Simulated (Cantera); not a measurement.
## Ignition delay

Mixture: CH₄ : O₂ : N₂ = 1 : 1.82 : 6.84 (molar parts), equivalence ratio 1.1, at 9.90 bar, adiabatic and at constant volume. Ignition delay is the time to a rise of 400 K.

Computed with Cantera and GRI-Mech 3.0 (53 species, 325 reactions).

```json
[
 {"T0 (K)": "1000", "delay (ms)": "84.5"},
 {"T0 (K)": "1050", "delay (ms)": "37.4"},
 {"T0 (K)": "1100", "delay (ms)": "17.9"},
 {"T0 (K)": "1150", "delay (ms)": "9.06"},
 {"T0 (K)": "1200", "delay (ms)": "4.78"},
 {"T0 (K)": "1250", "delay (ms)": "2.60"},
 {"T0 (K)": "1300", "delay (ms)": "1.46"},
 {"T0 (K)": "1350", "delay (ms)": "0.839"},
 {"T0 (K)": "1400", "delay (ms)": "0.494"},
 {"T0 (K)": "1450", "delay (ms)": "0.297"}
]
```

```yaml
apparent activation energy between 1350 and 1450 K: 170 kJ/mol
```
